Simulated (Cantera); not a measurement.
Catalytic combustion on Pt

An isothermal plug-flow reactor at 550 K and 0.380 bar (inlet), inlet velocity 0.72 m/s, active area per volume 1200 1/m; feed H₂ : O₂ : N₂ = 0.0024 : 0.014 : 0.79 (molar parts).

Computed with Cantera and Deutschmann's 1995 Pt surface mechanism with GRI-Mech 3.0 gas chemistry. Catalytic surfaces can have several steady states; this one follows from the mechanism file's or the stated starting coverage. Mass transfer to the wall is taken as infinitely fast.

```json
[
 {"z (m)": "0.00025", "x H₂": "0.000692", "x O₂": "0.0162", "x H₂O": "0.00229", "θ free Pt": "0.0663", "θ O*": "0.928", "θ OH*": "0.00547"},
 {"z (m)": "0.00045", "x H₂": "0.000425", "x O₂": "0.0161", "x H₂O": "0.00256", "θ free Pt": "0.0411", "θ O*": "0.954", "θ OH*": "0.00450"},
 {"z (m)": "0.0008", "x H₂": "0.000253", "x O₂": "0.0160", "x H₂O": "0.00273", "θ free Pt": "0.0246", "θ O*": "0.972", "θ OH*": "0.00358"},
 {"z (m)": "0.0014", "x H₂": "0.000149", "x O₂": "0.0160", "x H₂O": "0.00283", "θ free Pt": "0.0145", "θ O*": "0.983", "θ OH*": "0.00280"},
 {"z (m)": "0.0025", "x H₂": "8.47e-5", "x O₂": "0.0159", "x H₂O": "0.00290", "θ free Pt": "0.00833", "θ O*": "0.990", "θ OH*": "0.00215"},
 {"z (m)": "0.0045", "x H₂": "4.72e-5", "x O₂": "0.0159", "x H₂O": "0.00293", "θ free Pt": "0.00474", "θ O*": "0.994", "θ OH*": "0.00163"},
 {"z (m)": "0.008", "x H₂": "2.62e-5", "x O₂": "0.0159", "x H₂O": "0.00295", "θ free Pt": "0.00278", "θ O*": "0.996", "θ OH*": "0.00125"},
 {"z (m)": "0.014", "x H₂": "1.42e-5", "x O₂": "0.0159", "x H₂O": "0.00297", "θ free Pt": "0.00174", "θ O*": "0.997", "θ OH*": "0.000992"},
 {"z (m)": "0.025", "x H₂": "6.84e-6", "x O₂": "0.0159", "x H₂O": "0.00297", "θ free Pt": "0.00119", "θ O*": "0.998", "θ OH*": "0.000821"}
]
```
x: gas mole fraction; θ: surface coverage.
